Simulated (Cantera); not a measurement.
Feed: 1 mol SiHCl₃, 0.22 mol N₂, 35 mol H₂, held at 8.90 Pa.

Equilibrium computed with Cantera from the NASA thermochemical tables; the gas is ideal and each condensed phase is pure. Candidate condensed phases: NH₄Cl, Si, Si₃N₄; 28 gas species. N₂ is the only nitrogen source here; it is nearly inert below about 1500 K, so the nitride shown seldom forms there in practice. Mutual solubility and eutectic melting of coexisting phases are not modelled. The tables' values for SiCl, SiCl₃ are old estimates; treat these amounts as uncertain. Gases not in the tables: Si₂H₆ and higher silanes. Equilibrium is a limit: real reactors are often held back by kinetics, nucleation or transport.

log p: log10 of the partial pressure in bar; n: condensed amount in mol.

| T (°C) | log p H₂ | log p H | log p HCl | log p Si | log p SiCl₄ | log p Cl | log p SiCl₂ | n Si₃N₄(s) | n Si(s) |
|---|---|---|---|---|---|---|---|---|---|
| 427 | -4.06 | -15.63 | -6.09 | <-16 | -5.79 | <-16 | -10.87 | 0.110 | (withheld) |
| 577 | -4.07 | -12.72 | -5.82 | <-16 | -5.88 | -14.48 | -7.50 | 0.110 | (withheld) |
| 727 | -4.08 | -10.68 | -5.33 | -15.75 | -6.49 | -11.96 | -6.35 | 0.110 | (withheld) |
| 877 | -4.08 | -9.17 | -5.26 | -12.70 | -8.12 | -10.40 | -6.09 | 0.109 | 0.325 |
| 1027 | -4.08 | -8.00 | -5.27 | -10.36 | -9.64 | -9.26 | -6.04 | 0.00597 | 0.596 |
| 1177 | -4.09 | -7.07 | -5.29 | -8.51 | -10.85 | -8.36 | -6.00 | 0 | 0.579 |
| 1327 | -4.09 | -6.31 | -5.30 | -7.01 | -11.83 | -7.62 | -5.98 | 0 | (withheld) |
| 1477 | -4.10 | -5.68 | -5.30 | -5.89 | -12.69 | -7.00 | -6.04 | 0 | 0 |
| 1627 | -4.14 | -5.17 | -5.23 | -5.71 | -13.86 | -6.39 | -6.71 | 0 | 0 |
| 1777 | -4.20 | -4.75 | -5.29 | -5.70 | -15.39 | -5.97 | -7.61 | 0 | 0 |

### Question
What belongs in the gaps?

### Answer

- 427, n Si(s): 0
- 577, n Si(s): 0.0522
- 727, n Si(s): 0.300
- 1327, n Si(s): 0.508
